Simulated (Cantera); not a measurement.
A freely propagating, adiabatic, planar premixed flame of CH4 : C2H6 : O2 : N2 = 1 : 1.1 : 3.9 : 14.7 (molar parts), unburnt at 550 K and 360000 Pa; mixture-averaged transport, grid criteria slope 0.08 and curve 0.16, no radiation.

Cantera simulation using GRI-Mech 3.0 (53 species, 325 reactions); the numbers are that mechanism's predictions, not measurements. Burning velocities carry a grid error of a few per cent, more on coarse grids.

Question: How do the results move with these cheaper or finer settings: unity-Lewis-number transport; multicomponent transport; multicomponent+Soret transport; grid criteria slope 0.5, curve 1; grid criteria slope 0.25, curve 0.5; grid criteria slope 0.03, curve 0.06?

Answer: 
```tsv
setting	laminar burning velocity	thermal thickness	peak x(H2O2)	peak x(O)	grid points
as above	38.5 cm/s	0.211 mm	0.000223	6.55e-5	141
unity-Lewis-number transport	31.9 cm/s	0.235 mm	0.000144	6.84e-5	141
multicomponent transport	38.6 cm/s	0.214 mm	0.000224	6.54e-5	141
multicomponent+Soret transport	38.6 cm/s	0.211 mm	0.000229	6.78e-5	141
grid criteria slope 0.5, curve 1	43.5 cm/s	0.231 mm	0.000229	6.41e-5	36
grid criteria slope 0.25, curve 0.5	40.0 cm/s	0.218 mm	0.000232	6.48e-5	62
grid criteria slope 0.03, curve 0.06	38.2 cm/s	0.208 mm	0.000220	6.67e-5	372
```
The base run took around 13 core-seconds (rough).
Unity Lewis numbers drop preferential diffusion, which matters most where H2 and H carry the flame; Soret adds thermal diffusion.
